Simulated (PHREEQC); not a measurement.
1 kg of water holding 180 mmol/kgw MgSO4 and 22 mmol/kgw MgCl2 is evaporated at 75 °C; the solids stay in contact with the brine. No CO2 enters from the air. Solids allowed: Bischofite, Brucite, Epsomite, Hexahydrite, Kieserite, MgCl2_4H2O. Others were left out.

The series has 26 steps of water left (kg), from 1 to 0.004199.

The numbers come from PHREEQC with the Pitzer model, pitzer.dat.

Q: Which solids form, in which order, and at which step of the series does each first stand?

A: Kieserite from water left = 0.04332 kg.

At this temperature some constants are extrapolated from 25 °C, and those without enthalpy data are left unchanged.
